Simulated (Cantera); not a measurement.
Stirred combustor or abatement burner

A perfectly stirred reactor is fed with 43.1 % H₂, 12.0 % O₂, 44.9 % N₂, equivalence ratio 1.8, at 1.58 atm; it is adiabatic with a 625 K inlet, and is followed from long to short residence time, starting on the burning branch (τ in s: 0.19, 0.066, 0.022, 0.0075, 0.0025, 0.00086, 0.00029, 9.8e-05, 3.3e-05, 1.1e-05, 3.8e-06).

Detailed kinetics in Cantera: GRI-Mech 3.0 (53 species, 325 reactions).

```csv
τ (s),T (K),x H₂,x O₂,x HO₂,x H,x H₂O,x N₂O,x H₂O₂
0.19,2374,0.215,1.52e-5,1.36e-8,0.00553,0.270,5.64e-9,6.58e-9
0.066,2370,0.215,2.39e-5,1.88e-8,0.00603,0.270,5.51e-9,8.04e-9
0.022,2361,0.214,4.61e-5,3.42e-8,0.00736,0.269,5.34e-9,1.21e-8
0.0075,2340,0.213,9.46e-5,7.69e-8,0.0102,0.268,5.28e-9,2.18e-8
0.0025,2299,0.210,0.000203,1.89e-7,0.0158,0.266,5.47e-9,4.24e-8
0.00086,2232,0.206,0.000433,4.32e-7,0.0247,0.262,6.07e-9,7.99e-8
0.00029,2129,0.199,0.000941,9.49e-7,0.0382,0.257,7.35e-9,1.54e-7
9.8e-5,1985,0.191,0.00203,2.10e-6,0.0566,0.250,9.27e-9,3.20e-7
3.3e-5,1802,0.183,0.00455,5.22e-6,0.0780,0.240,1.13e-8,7.15e-7
1.1e-5,1585,0.189,0.0125,1.71e-5,0.0930,0.220,1.36e-8,1.52e-6
3.8e-6,625,0.431,0.120,<1e-12,<1e-12,<1e-12,<1e-12,<1e-12
```
x: mole fraction; the columns are a selection and need not sum to one.
